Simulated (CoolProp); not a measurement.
The numbers come from the reference Helmholtz-energy equation of state, Lemmon 2016 in CoolProp.

### Question
Give the vapour pressure (kPa), vapour density (kg/m³), enthalpy of vaporisation (kJ/kg), surface tension (mN/m) of saturated R365MFC at 349.8 K.

### Answer
| T (K) | p (kPa) | vapour density (kg/m³) | enthalpy of vaporisation (kJ/kg) | surface tension (mN/m) |
|---|---|---|---|---|
| 349.8 | 321 | 18.2 | 169 | 9.48 |

Surface tension comes from a separate correlation (Mulero 2012).
